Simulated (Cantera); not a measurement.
## Adiabatic ignition

An adiabatic, constant-pressure homogeneous reactor starts with 36.5 % CO, 1.17 % H₂, 1.35 % CH₄, 8.98 % O₂, 33.7 % N₂, 18.3 % H₂O, at 1200 K and 1430 Torr.

Model: GRI-Mech 3.0 (53 species, 325 reactions), integrated in Cantera.

| t (s) | T (K) | x CO | x H₂ | x CH₄ | x H₂O | x HO₂ | x CO₂ |
|---|---|---|---|---|---|---|---|
| 5.00e-6 | 1200 | 0.365 | 0.0117 | 0.0135 | 0.183 | 5.61e-9 | 2.60e-8 |
| 1.19e-5 | 1200 | 0.365 | 0.0117 | 0.0135 | 0.183 | 2.64e-8 | 9.37e-8 |
| 2.84e-5 | 1200 | 0.365 | 0.0117 | 0.0135 | 0.183 | 1.03e-7 | 3.99e-7 |
| 6.77e-5 | 1200 | 0.365 | 0.0117 | 0.0135 | 0.183 | 4.84e-7 | 2.49e-6 |
| 0.000161 | 1200 | 0.365 | 0.0117 | 0.0135 | 0.183 | 7.17e-6 | 4.74e-5 |
| 0.000384 | 1261 | 0.361 | 0.0125 | 0.0110 | 0.185 | 0.000111 | 0.00584 |
| 0.000916 | 2348 | 0.225 | 0.0421 | <1e-12 | 0.190 | 1.43e-7 | 0.177 |
| 0.00218 | 2362 | 0.226 | 0.0420 | 1.83e-12 | 0.192 | 5.03e-8 | 0.178 |
| 0.00520 | 2362 | 0.226 | 0.0421 | 1.85e-12 | 0.192 | 4.96e-8 | 0.178 |
| 0.0124 | 2362 | 0.226 | 0.0421 | 1.86e-12 | 0.192 | 4.94e-8 | 0.178 |
| 0.0296 | 2362 | 0.226 | 0.0421 | 1.86e-12 | 0.192 | 4.91e-8 | 0.178 |
| 0.0704 | 2361 | 0.226 | 0.0421 | 1.87e-12 | 0.192 | 4.87e-8 | 0.178 |
| 0.168 | 2361 | 0.226 | 0.0421 | 1.88e-12 | 0.192 | 4.87e-8 | 0.178 |
| 0.400 | 2361 | 0.226 | 0.0421 | 1.88e-12 | 0.192 | 4.87e-8 | 0.178 |
x: mole fraction; the columns are a selection and need not sum to one.

| Property | Result |
|---|---|
| time of steepest temperature rise | 0.505 ms |
| temperature at 0.400 s | 2361 K |
| equilibrium temperature | 2361 K |
| x(CO) at 0.400 s | 0.226 (gas-phase equilibrium 0.226) |
| x(H₂) at 0.400 s | 0.0421 (gas-phase equilibrium 0.0421) |
| x(CH₄) at 0.400 s | 1.88e-12 (gas-phase equilibrium 2.09e-12) |
